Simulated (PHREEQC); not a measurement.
Consider water at 25 °C with 0.0033 mol CaCl2, 1.7e-05 mol CO2 and 0.0352 mol MgSO4 per kg of water. Closed to the air; pH follows from the charge balance.

All values are PHREEQC results (Pitzer model, pitzer.dat), not measurements.

No solid was allowed to form.

### Question
Predict the pH.

### Answer
pH 5.73.

### Question
In which forms is C present?

### Answer
CO2 74 %, HCO3- 26 % of the C.
